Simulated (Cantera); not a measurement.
What does this Cantera script print?

```python
import numpy as np
import cantera as ct

surf = ct.Interface("ptcombust.yaml", "Pt_surf")
gas = surf.adjacent["gas"]
gas.TPX = 950, 490000, {'CO': 0.023, 'O2': 0.16, 'N2': 0.79}
surf.TP = 950, 490000
reactor = ct.FlowReactor(gas, clone=False)
reactor.area = 0.0001  # m2
reactor.surface_area_to_volume_ratio = 120  # 1/m
reactor.mass_flow_rate = 0.12 * reactor.area * gas.density  # inlet velocity 0.12 m/s
reactor.energy_enabled = False
wall = ct.ReactorSurface(surf, reactor, clone=False)
net = ct.ReactorNet([reactor])
net.rtol, net.atol = 1e-8, 1e-16
show, cover = ['CO', 'O2', 'H2O', 'CO2'], ['PT(S)', 'H(S)', 'O(S)', 'OH(S)', 'CO(S)', 'C(S)']

rows = []
print(f"{'z/m':>9s}{'u/(m/s)':>9s}" + "".join(f"{s:>13s}" for s in show + cover))
for z in [3.8e-05, 6.4e-05, 0.00011, 0.00018, 0.0003, 0.00049, 0.00082, 0.0014, 0.0023, 0.0038]:
    net.advance(z)
    rows.append([reactor.speed, *gas[show].X, *surf[cover].coverages])
    print(f"{z:9.4g}{rows[-1][0]:9.3g}" + "".join(f"{x:13.4e}" for x in rows[-1][1:]))
```

Output:

```
      z/m  u/(m/s)           CO           O2          H2O          CO2        PT(S)         H(S)         O(S)        OH(S)        CO(S)         C(S)
  3.8e-05    0.119   1.4000e-02   1.6037e-01   3.3992e-25   9.7534e-03   3.6225e-01   1.4066e-20   9.2645e-02   2.5204e-18   5.4510e-01   1.2490e-10
  6.4e-05    0.119   7.2819e-03   1.5752e-01   2.5906e-25   1.6552e-02   1.4632e-01   4.5907e-23   8.4527e-01   6.4926e-19   8.4070e-03   8.5278e-14
  0.00011    0.119   5.7162e-03   1.5686e-01   1.3200e-25   1.8136e-02   1.1227e-01   1.6846e-23   8.8400e-01   3.5231e-19   3.7283e-03   2.7747e-14
  0.00018    0.119   4.4121e-03   1.5631e-01   6.3179e-26   1.9456e-02   9.8619e-02   1.0359e-23   8.9920e-01   2.3775e-19   2.1858e-03   1.4047e-14
   0.0003    0.119   3.0901e-03   1.5575e-01   2.4782e-26   2.0794e-02   8.9466e-02   5.7287e-24   9.0929e-01   1.0706e-19   1.2469e-03   7.1894e-15
  0.00049    0.119   1.9133e-03   1.5526e-01   6.9117e-27   2.1985e-02   8.3425e-02   2.0666e-22   9.1591e-01  -7.8374e-19   6.6685e-04   3.5592e-15
  0.00082    0.119   9.1339e-04   1.5483e-01   9.2545e-28   2.2997e-02   7.9279e-02   3.0048e-24   9.2043e-01   8.5367e-20   2.8618e-04   1.4444e-15
   0.0014    0.119   2.7448e-04   1.5456e-01  -1.6105e-29   2.3643e-02   7.6978e-02  -1.5754e-22   9.2294e-01  -1.1004e-18   8.0874e-05   3.9527e-16
   0.0023    0.119   4.5359e-05   1.5447e-01  -3.7579e-30   2.3875e-02   7.6208e-02   4.9777e-25   9.2378e-01   1.5177e-20   1.3088e-05   6.3268e-17
   0.0038    0.119   2.3233e-06   1.5445e-01   1.2140e-30   2.3919e-02   7.6066e-02   7.1646e-25   9.2393e-01   2.3687e-20   6.6778e-07   3.2216e-18
```

Model: Deutschmann's 1995 Pt surface mechanism with GRI-Mech 3.0 gas chemistry, integrated in Cantera. Catalytic surfaces can have several steady states; this one follows from the mechanism file's or the stated starting coverage. Mass transfer to the wall is taken as infinitely fast.
